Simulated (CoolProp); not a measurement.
Vapour pressure (MPa) of propyne: the reference equation beside estimates from Tc = 129.6 °C, pc = 5.658 MPa, ω = 0.204. Clausius-Clapeyron is anchored at 41.95 °C with a constant enthalpy of vaporisation of 17.65 kJ/mol.

Values from CoolProp's reference Helmholtz-energy equation of state, Polt 1992. This equation is an older, rougher fit; its heat capacities, sound speeds and derivatives of the liquid may be far off and weren't checked against measurements.

```tsv
T (°C)	reference	Lee-Kesler	Clausius-Clapeyron	van der Waals	Redlich-Kwong	Soave-Redlich-Kwong	Peng-Robinson
33.05	0.7304	0.7413	0.7613	1.707	0.9583	0.7427	0.7354
37.45	0.8226	0.8359	0.8399	1.828	1.067	0.8381	0.8293
41.95	0.9259	0.9415	0.9259	1.956	1.186	0.9449	0.9343
46.35	1.036	1.054	1.016	2.087	1.311	1.059	1.046
50.75	1.156	1.176	1.112	2.223	1.446	1.183	1.168
55.15	1.287	1.308	1.214	2.365	1.589	1.317	1.300
59.55	1.428	1.450	1.322	2.513	1.742	1.462	1.443
63.95	1.581	1.604	1.437	2.666	1.904	1.618	1.598
```

Absolute difference from the reference over all 8 rows, mean and median: Lee-Kesler 1.6 and 1.6 %, Clausius-Clapeyron 4.3 and 4.0 %, van der Waals 98.7 and 96.9 %, Redlich-Kwong 25.8 and 25.8 %, Soave-Redlich-Kwong 2.2 and 2.3 %, Peng-Robinson 0.9 and 1.0 %.
